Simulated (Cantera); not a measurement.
Feed: 1 mol SiH4, 0.21 mol NH3, 0.26 mol H2, held at 1327 °C and 100000 Pa.

Cantera equilibrium calculation (NASA polynomials, part measured and part estimated; ideal gas, pure solids and liquids). Candidate condensed phases: Si, Si3N4; 18 gas species. Mutual solubility and eutectic melting of coexisting phases are not modelled. Equilibrium is a limit: real reactors are often held back by kinetics, nucleation or transport.

Base state: H2 1.000, N2 0.000299, H 5.44e-5 (mole fractions); condensed: Si(s) + Si3N4(s).

Q: What changes in the equilibrium state with this change: NH3 from 0.21 to 39 mol?

A: 
| species | before | after |
|---|---|---|
| H2 | 1.000 | 0.763 |
| N2 | 0.000299 | 0.237 |
| H | 5.44e-5 | 4.75e-5 |
| NH3 | 8.07e-7 | 1.51e-5 |
| Si(s), mol | 0.844 | 0 |
| Si3N4(s), mol | 0.0521 | 0.333 |

Q: What changes in the equilibrium state with this change: temperature from 1327 °C to 1650 °C?

A: 
```tsv
species	before	after
H2	1.000	0.960
N2	0.000299	0.0392
H	5.44e-5	0.000923
SiH2	5.00e-6	6.46e-5
Si	9.75e-8	1.70e-5
SiH	2.12e-7	1.36e-5
Si(s), mol	0.844	0
Si3N4(s), mol	0.0521	0
Si(l), mol	0	1.000
```
Gases not in the tables: Si2H6 and higher silanes.
